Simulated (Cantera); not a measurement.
A freely propagating, adiabatic, planar premixed flame of 5.02 % CH4, 1.81 % C2H6, 0.316 % C3H8, 19.5 % O2, 73.3 % N2, unburnt at 700 K and 1.00 bar; mixture-averaged transport, grid criteria slope 0.08 and curve 0.16, no radiation.

Detailed kinetics in Cantera: GRI-Mech 3.0 (53 species, 325 reactions). Burning velocities carry a grid error of a few per cent, more on coarse grids.

Predict: laminar burning velocity; thermal thickness; peak x(H2); peak x(H2O2).


```
Quantity                    Result
------------------------  --------
laminar burning velocity  180 cm/s
thermal thickness         0.294 mm
peak x(H2)                  0.0209
peak x(H2O2)               2.36e-5
```
